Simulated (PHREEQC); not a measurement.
A made-up water analysis in mmol/kgw, 40 °C, pH 6.57, pe 8.8: Na 136; K 6.31; Ca 15.1; Mg 9.97; Cl 172; S(6) 11.4; Alkalinity (meq/kgw) 0.0439; Li 5.71; Cd 0.0617; Zn 0.781.

Cl is adjusted to close the charge balance.
Valence states are taken as typed.

Computed with PHREEQC (ion-association model, wateq4f.dat).

| quantity | before | after |
|---|---|---|
| ionic strength (mol/kgw) | 0.221 | 0.306 |
| SO4-2 (mol/kgw) | 0.00663 | 0.00568 |
| CaSO4 (mol/kgw) | 0.00161 | 0.00339 |
| MgSO4 (mol/kgw) | 0.00160 | 0.00116 |
| NaSO4- (mol/kgw) | 0.00134 | 0.00102 |
| SI of Gypsum (CaSO4:2H2O) | -0.54 | -0.21 |
| SI of Zincite(c) (ZnO) | -1.02 | -1.07 |

Problem. Which change was made?
(A) Zn from 0.781 to 2.34 mmol/kgw
(B) pH from 6.57 to 6.27 at the same alkalinity
(C) temperature from 40 to 25 °C at the same typed pH
(D) Ca from 15.1 to 45.3 mmol/kgw

Solution. D, Ca from 15.1 to 45.3 mmol/kgw

No solid was allowed to form. At this temperature some constants are extrapolated from 25 °C, and those without enthalpy data are left unchanged.
